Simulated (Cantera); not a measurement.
Mixture: C3H8 : O2 : N2 = 1 : 8.06 : 41.1 (molar parts), at 9.87 atm, adiabatic and at constant volume. Ignition delay is the time to a rise of 400 K.

Detailed kinetics in Cantera: GRI-Mech 3.0 (53 species, 325 reactions). GRI-Mech 3.0 was tuned for natural gas; its chemistry of propane as a main component is partial and can be far from experiment.

### Question
What does this change do: pressure from 9.87 atm to 1.00 atm?

### Answer
```
quantity                                                before       after
--------------------------------------------------  ----------  ----------
delay at 1300 K                                       0.323 ms     1.03 ms
delay at 1400 K                                        72.9 µs    0.237 ms
delay at 1500 K                                        21.7 µs     79.2 µs
delay at 1600 K                                        8.36 µs     35.6 µs
delay at 1700 K                                        3.99 µs     19.9 µs
apparent activation energy between 1600 and 1700 K  170 kJ/mol  130 kJ/mol
```
